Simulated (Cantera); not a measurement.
**B + H2O (boron, boron nitride and boron oxide)**

Feed: 1 mol B, 2.6 mol H2O, at 0.0830 bar.

Equilibrium computed with Cantera from the NASA thermochemical tables; the gas is ideal and each condensed phase is pure. Candidate condensed phases: B, B2O3, B3O3H3, H2O; 23 gas species. Gases not in the tables: H3BO3. Equilibrium is a limit: real reactors are often held back by kinetics, nucleation or transport.

```
T (K)   x H2  x H2O    x HBO2  x (HBO2)3    x B2O3       x H  n B2O3(l)
-----  -----  -----  --------  ---------  --------  --------  ---------
825    0.579  0.415   6.58e-7    0.00602    <1e-12  2.09e-11      0.477
875    0.578  0.417   2.89e-6    0.00437    <1e-12  1.32e-10      0.483
925    0.578  0.419   1.07e-5    0.00326    <1e-12  6.87e-10      0.487
975    0.578  0.420   3.44e-5    0.00248  1.18e-11   3.02e-9      0.490
1025   0.577  0.421   9.83e-5    0.00193  1.30e-10   1.15e-8      0.492
1075   0.577  0.421  0.000253    0.00153   1.13e-9   3.87e-8      0.494
1125   0.577  0.421  0.000597    0.00124   8.03e-9   1.17e-7      0.494
1175   0.577  0.421   0.00130    0.00101   4.80e-8   3.23e-7      0.494
1225   0.576  0.420   0.00265   0.000836   2.47e-7   8.21e-7      0.493
1275   0.576  0.419   0.00509   0.000699   1.11e-6   1.94e-6      0.491
1325   0.574  0.416   0.00925   0.000587   4.42e-6   4.30e-6      0.486
```
x: gas mole fraction; n: condensed amount in mol.

From 825 K to 1325 K the condensed part is B2O3(l).
